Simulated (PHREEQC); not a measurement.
## Leach liquor: speciation

Solution (20 °C): 0.015 mol H2SO4, 0.0014 mol ZnSO4 and 8.9e-05 mol MgSO4 per kg of water. Closed to the air; pH follows from the charge balance.

Model: ion-association model, phreeqc.dat, run in PHREEQC.

No solid was allowed to form.

Problem. What pH, specific conductance, ionic strength does the model give?

Solution. pH 1.72; specific conductance 7350 µS/cm; ionic strength 0.0328 mol/kgw.

Problem. In which forms is S present?

Solution. HSO4- 49 %, SO4-2 48 %, ZnSO4 2.7 % of the S.

Species that the database lacks are ignored.
